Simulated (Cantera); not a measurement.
**Abatement and gas-phase synthesis: NH₃ + H₂**

Feed: 1 mol NH₃, 0.068 mol H₂, equilibrated at 0.00133 bar.

Method: chemical equilibrium by Gibbs-energy minimisation in Cantera with the NASA 1993 tables (ideal gas, pure condensed phases). Rates play no part.

```json
[
 {"T (°C)": "525", "log p H₂": "-3.00", "log p H": "-13.07", "log p N₂": "-3.49", "log p N": "<-14", "log p NH₃": "-8.75"},
 {"T (°C)": "725", "log p H₂": "-3.00", "log p H": "-10.16", "log p N₂": "-3.49", "log p N": "<-14", "log p NH₃": "-9.47"},
 {"T (°C)": "925", "log p H₂": "-3.00", "log p H": "-8.22", "log p N₂": "-3.49", "log p N": "<-14", "log p NH₃": "-9.95"},
 {"T (°C)": "1125", "log p H₂": "-3.00", "log p H": "-6.82", "log p N₂": "-3.49", "log p N": "<-14", "log p NH₃": "-10.30"},
 {"T (°C)": "1325", "log p H₂": "-3.00", "log p H": "-5.77", "log p N₂": "-3.49", "log p N": "-13.94", "log p NH₃": "-10.57"},
 {"T (°C)": "1525", "log p H₂": "-3.00", "log p H": "-4.95", "log p N₂": "-3.49", "log p N": "-12.20", "log p NH₃": "-10.78"},
 {"T (°C)": "1725", "log p H₂": "-3.01", "log p H": "-4.30", "log p N₂": "-3.50", "log p N": "-10.81", "log p NH₃": "-10.97"},
 {"T (°C)": "1925", "log p H₂": "-3.06", "log p H": "-3.79", "log p N₂": "-3.52", "log p N": "-9.67", "log p NH₃": "-11.18"},
 {"T (°C)": "2125", "log p H₂": "-3.18", "log p H": "-3.39", "log p N₂": "-3.56", "log p N": "-8.74", "log p NH₃": "-11.49"},
 {"T (°C)": "2325", "log p H₂": "-3.43", "log p H": "-3.14", "log p N₂": "-3.63", "log p N": "-7.97", "log p NH₃": "-11.99"},
 {"T (°C)": "2525", "log p H₂": "-3.83", "log p H": "-3.01", "log p N₂": "-3.69", "log p N": "-7.31", "log p NH₃": "-12.70"}
]
```
log p: log10 of the partial pressure in bar; nothing condenses.

From 525 °C to 2525 °C nothing is condensed.
